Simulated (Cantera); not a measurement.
Input: 1 mol SiH₄, 0.16 mol N₂O, held at 13.3 mbar.

Equilibrium computed with Cantera from the NASA thermochemical tables; the gas is ideal and each condensed phase is pure. Candidate condensed phases: H₂O, Si, SiO₂, Si₂N₂O, Si₃N₄; 35 gas species. Mutual solubility and eutectic melting of coexisting phases are not modelled. The numbers say what is thermodynamically allowed, not how fast it happens. All values below are at 1177 °C.

Base state: H₂ 1.000, N₂ 0.000154, SiO 0.000154, H 8.19e-5 (mole fractions); condensed: Si(s) + Si₂N₂O(s).

Problem. What changes in the equilibrium state with this change: N₂O from 0.16 to 19 mol?

Solution. 
```tsv
species	before	after
N₂	0.000154	0.666
O₂	<1e-9	0.263
H₂O	1.93e-8	0.0701
H₂	1.000	1.12e-6
SiO	0.000154	<1e-9
NO	<1e-9	0.000977
OH	<1e-9	0.000130
H	8.19e-5	8.68e-8
Si(s), mol	0.680	0
Si₂N₂O(s), mol	0.160	0
SiO₂(β-quartz), mol	0	1.00
```
The tables hold silica as quartz up to 1696 K and as liquid above; real silica turns to tridymite and cristobalite and melts near 1996 K.
